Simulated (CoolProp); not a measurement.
A single-stage vapour-compression cycle with R21: evaporating at 310.15 K (dew point), condensing at 357.15 K (bubble point), superheat 0 K, subcooling 2 K, compressor efficiency 0.85, no pressure losses. Each further row changes one setting.

Model: reference Helmholtz-energy equation of state, Platzer 1990, in CoolProp. This equation is an older, rougher fit; its heat capacities, sound speeds and derivatives of the liquid may be far off and weren't checked against measurements.

```json
[
 {"case": "as stated", "cooling COP": "4.77", "pressure ratio": "3.49", "discharge temperature (K)": "378.7", "refrigerating effect (kJ/kg)": "173", "volumetric capacity (kJ/m³)": "2000"},
 {"case": "evaporating temperature 315.15 K", "cooling COP": "5.52", "pressure ratio": "2.99", "discharge temperature (K)": "375.8", "refrigerating effect (kJ/kg)": "176", "volumetric capacity (kJ/m³)": "2350"},
 {"case": "condensing temperature 352.15 K", "cooling COP": "5.45", "pressure ratio": "3.11", "discharge temperature (K)": "371.9", "refrigerating effect (kJ/kg)": "179", "volumetric capacity (kJ/m³)": "2070"},
 {"case": "subcooling 7 K", "cooling COP": "4.93", "pressure ratio": "3.49", "discharge temperature (K)": "378.7", "refrigerating effect (kJ/kg)": "179", "volumetric capacity (kJ/m³)": "2070"},
 {"case": "superheat 10 K", "cooling COP": "4.75", "pressure ratio": "3.49", "discharge temperature (K)": "389.3", "refrigerating effect (kJ/kg)": "180", "volumetric capacity (kJ/m³)": "2000"},
 {"case": "compressor efficiency 0.75", "cooling COP": "4.21", "pressure ratio": "3.49", "discharge temperature (K)": "384.9", "refrigerating effect (kJ/kg)": "173", "volumetric capacity (kJ/m³)": "2000"}
]
```
